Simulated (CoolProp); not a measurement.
Tetrahydrofuran at several states: density (kg/m³) from the reference equation and from simpler models built on Tc = 540.2 K, pc = 5304 kPa, ω = 0.234; each cubic takes its own stable root.

Model: reference Helmholtz-energy equation of state, Fiedler 2023, in CoolProp.

```
T (K)  p (kPa)   phase  reference
-----  -------  ------  ---------
410.1     8480  liquid      763.2
221.2       99  liquid      964.3
340.6      554  liquid      834.5
485.5     5490  liquid      642.2
```

Q: How far does each simpler model (van der Waals, Redlich-Kwong) lie from the reference over these 4 states: mean and median of the absolute difference, and the worst?

A: 
- van der Waals: mean 52.5 %, median 38.0 %, worst -98.1 % at 340.6 K and 554 kPa
- Redlich-Kwong: mean 11.0 %, median 9.7 %, worst -15.1 % at 485.5 K and 5490 kPa

At some of these states van der Waals gives the other phase, because its saturation line lies elsewhere.
